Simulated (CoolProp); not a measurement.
Hydrogen sulfide along the isotherm 208.4 K: density (kg/m³) from the reference equation and from simpler models built on Tc = 373.1 K, pc = 8999 kPa, ω = 0.101; each cubic takes its own stable root.

The numbers come from the reference Helmholtz-energy equation of state, Lemmon 2006 in CoolProp. It is a short technical equation, of lower accuracy than the large ones.

```json
[
 {"p (kPa)": "2810", "phase": "liquid", "reference": "959.4", "van der Waals": "629.4", "Redlich-Kwong": "928.3", "Soave-Redlich-Kwong": "929.9", "Peng-Robinson": "1048"},
 {"p (kPa)": "5620", "phase": "liquid", "reference": "961.9", "van der Waals": "633.1", "Redlich-Kwong": "930.9", "Soave-Redlich-Kwong": "932.5", "Peng-Robinson": "1051"},
 {"p (kPa)": "8440", "phase": "liquid", "reference": "964.3", "van der Waals": "636.6", "Redlich-Kwong": "933.5", "Soave-Redlich-Kwong": "935.0", "Peng-Robinson": "1053"},
 {"p (kPa)": "11200", "phase": "liquid", "reference": "966.7", "van der Waals": "639.7", "Redlich-Kwong": "935.9", "Soave-Redlich-Kwong": "937.4", "Peng-Robinson": "1055"},
 {"p (kPa)": "14100", "phase": "liquid", "reference": "969.1", "van der Waals": "642.9", "Redlich-Kwong": "938.4", "Soave-Redlich-Kwong": "939.9", "Peng-Robinson": "1058"},
 {"p (kPa)": "16900", "phase": "liquid", "reference": "971.3", "van der Waals": "645.7", "Redlich-Kwong": "940.7", "Soave-Redlich-Kwong": "942.1", "Peng-Robinson": "1060"},
 {"p (kPa)": "19700", "phase": "liquid", "reference": "973.6", "van der Waals": "648.4", "Redlich-Kwong": "942.9", "Soave-Redlich-Kwong": "944.3", "Peng-Robinson": "1062"},
 {"p (kPa)": "22500", "phase": "liquid", "reference": "975.7", "van der Waals": "651.0", "Redlich-Kwong": "945.1", "Soave-Redlich-Kwong": "946.5", "Peng-Robinson": "1064"}
]
```
